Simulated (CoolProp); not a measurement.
Vapour-liquid equilibrium of R13 (1) + n-butane (2) at 202 K; x and y are mole fractions of (1).

Model: multi-fluid Helmholtz-energy mixture model, Platzer 1990 and Bücker 2006; pair parameters Bell 2016, in CoolProp. This equation is an older, rougher fit; its heat capacities, sound speeds and derivatives of the liquid may be far off and weren't checked against measurements.

Problem. Give the bubble pressure and the first vapour's composition at x = 0.05, 0.25, 0.75. Is there an azeotrope?

Solution. x = 0.05: 0.02398 MPa, y = 0.909; x = 0.25: 0.07904 MPa, y = 0.976; x = 0.75: 0.1362 MPa, y = 0.991. No azeotrope shows between x = 0.05 and 0.95.

The pair parameters rest on a limited set of measurements; away from them the model extrapolates. With so large a gap from Raoult's law the liquid may split in two, which this calculation doesn't test in full.
